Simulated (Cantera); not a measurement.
Feed: 1 mol B₂O₃, 140 mol H₂, held at 1948 K and 13.3 mbar.

Equilibrium computed with Cantera from the NASA thermochemical tables; the gas is ideal and each condensed phase is pure. Candidate condensed phases: B, B₂O₃, B₃O₃H₃, H₂O; 23 gas species. Kinetics and transport are ignored.

Base state: H₂ 0.975, H 0.00966, HBO 0.00740, HBO₂ 0.00399, H₂O 0.00243, BO 0.00112, B₂O₃ 0.000630, B₂O₂ 0.000166 (mole fractions); condensed: gas only.

What changes in the equilibrium state with this change: 1.2 mol H₂O added?


| species | before | after |
|---|---|---|
| H₂ | 0.975 | 0.970 |
| H | 0.00966 | 0.00964 |
| H₂O | 0.00243 | 0.00735 |
| HBO₂ | 0.00399 | 0.00732 |
| B₂O₂ | 0.000166 | 6.05e-5 |
| HBO | 0.00740 | 0.00446 |
| BO | 0.00112 | 0.000676 |

What changes in the equilibrium state with this change: pressure from 13.3 mbar to 0.220 bar?


| species | before | after |
|---|---|---|
| H₂ | 0.975 | 0.982 |
| HBO | 0.00740 | 0.00801 |
| HBO₂ | 0.00399 | 0.00408 |
| H | 0.00966 | 0.00239 |
| BO | 0.00112 | 0.000297 |
| B₂O₂ | 0.000166 | 0.000193 |
| B₂O₃ | 0.000630 | 0.000693 |
| H₂O | 0.00243 | 0.00231 |
